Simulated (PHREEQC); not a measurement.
1 kg of water holding 0.011 mol/kgw MgCl2, 0.075 mol/kgw KCl and 0.0088 mol/kgw MgSO4 is evaporated at 25 °C; the solids stay in contact with the brine. CO2 from the air is kept out. Only these solids could form: Arcanite, Bischofite, Brucite, Carnallite, Epsomite, Hexahydrite, Kainite, Kieserite, Leonite, Misenite, Schoenite, Sylvite, MgCl2_4H2O.

The numbers come from PHREEQC with the Pitzer model, pitzer.dat.

| water left (kg) | ionic strength | water activity | Sylvite (mol) | Arcanite (mol) | Leonite (mol) |
|---|---|---|---|---|---|
| 1 | 0.143 | 0.997 | 0 | 0 | 0 |
| 0.5552 | 0.258 | 0.994 | 0 | 0 | 0 |
| 0.3082 | 0.465 | 0.990 | 0 | 0 | 0 |
| 0.1711 | 0.837 | 0.982 | 0 | 0 | 0 |
| 0.09502 | 1.51 | 0.967 | 0 | 0 | 0 |
| 0.05275 | 2.71 | 0.939 | 0 | 0 | 0 |
| 0.0293 | 4.89 | 0.883 | 0 | 0 | 0 |
| 0.01627 | 7.20 | 0.808 | 0.0128 | 0.00442 | 0 |
| 0.008786 | 8.91 | 0.770 | 0.0492 | 0 | 0 |
| 0.004815 | 12.4 | 0.638 | 0.0645 | 0 | 0.00274 |

Arcanite from water left = 0.02407 kg, last present at water left = 0.01099 kg; Sylvite from water left = 0.01627 kg; Schoenite from water left = 0.008786 kg, last present at water left = 0.005805 kg; Leonite from water left = 0.004815 kg.

Complexes and solids missing from the database can't appear.
